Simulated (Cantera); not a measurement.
Charge: 1 mol BN, 3.1 mol N₂, equilibrated at 2025 °C and 0.900 Torr.

Method: chemical equilibrium by Gibbs-energy minimisation in Cantera with the NASA 1993 tables (ideal gas, pure condensed phases). Candidate condensed phases: B, BN; 5 gas species. Equilibrium is a limit: real reactors are often held back by kinetics, nucleation or transport.

Base state: N₂ 0.992, B 0.00824, BN 0.000158 (mole fractions); condensed: B(s).

Question: What changes in the equilibrium state with this change: 0.71 mol H₂ added?

Answer: 
```json
[
 {"species": "N₂", "before": "0.992", "after": "0.790"},
 {"species": "H₂", "before": "0", "after": "0.110"},
 {"species": "H", "before": "0", "after": "0.0916"},
 {"species": "B", "before": "0.00824", "after": "0.00824"},
 {"species": "BH₂", "before": "0", "after": "0.000226"},
 {"species": "BH", "before": "0", "after": "8.34e-5"},
 {"species": "BN", "before": "0.000158", "after": "0.000141"},
 {"species": "B(s), mol", "before": "0.970", "after": "0.960"}
]
```
The tables' values for BH₂ are old estimates; treat these amounts as uncertain.
